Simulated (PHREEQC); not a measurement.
Consider water at 25 °C with 0.00051 mol H2S and 0.00093 mol NaOH per kg of water. Closed to the air; pH follows from the charge balance.

The numbers come from PHREEQC with the ion-association model, phreeqc.dat.

Each row changes one thing in this solution. This is a speciation only: nothing precipitates in the calculation.

| case | pH | ionic strength (mol/kgw) |
|---|---|---|
| as made | 10.60 | 0.000933 |
| NaOH left out | 5.12 | 7.61e-6 |
| H2S from 0.00051 to 0.00255 mol/kgw | 6.69 | 0.000930 |
| diluted 10-fold with water | 9.61 | [?] |
| 2.3e-05 mol/kgw Na2CO3 added | [?] | 0.000994 |
| temperature from 25 to 80 °C | [?] | 0.000933 |
| H2S left out | 10.95 | 0.000930 |
| NaOH from 0.00093 to 0.000465 mol/kgw | 7.94 | 0.000465 |
| 0.00088 mol/kgw HBr added | 5.97 | 0.000931 |

### Question
Some entries are withheld; supply them.

### Answer

- diluted 10-fold with water, ionic strength (mol/kgw): 9.30e-5
- 2.3e-05 mol/kgw Na2CO3 added, pH: 10.61
- temperature from 25 to 80 °C, pH: 9.19

Constants without temperature data keep their 25 °C values here.
